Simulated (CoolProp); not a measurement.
Vapour-liquid equilibrium of R152A (1) + isobutene (2) at 35.05 °C; x and y are mole fractions of (1).

Values from CoolProp's multi-fluid Helmholtz-energy mixture model, Outcalt 1996 and Lemmon 2005; pair parameters Bell 2016.

```csv
x,bubble pressure (MPa),y at the bubble point,dew pressure at overall composition x (MPa),liquid density (mol/L)
0.05,0.4692,0.155,0.4269,10.34
0.125,0.5430,0.307,0.4563,10.47
0.2,0.6012,0.408,0.4892,10.60
0.275,0.6477,0.482,0.5261,10.75
0.35,0.6852,0.540,0.5671,10.91
0.425,0.7160,0.590,0.6119,11.09
0.5,0.7414,0.636,0.6595,11.29
0.575,0.7624,0.679,0.7067,11.50
0.65,0.7795,0.722,0.7488,11.74
0.725,0.7927,0.768,0.7804,12.00
0.8,0.8016,0.818,0.7990,12.29
0.875,0.8052,0.876,0.8052,12.61
0.95,0.8020,0.945,0.8015,12.97
```

y crosses x between x = 0.875 and 0.95: the model has an azeotrope there.

Pair parameters are fitted to limited data, so mixtures are less certain than the pure fluids.
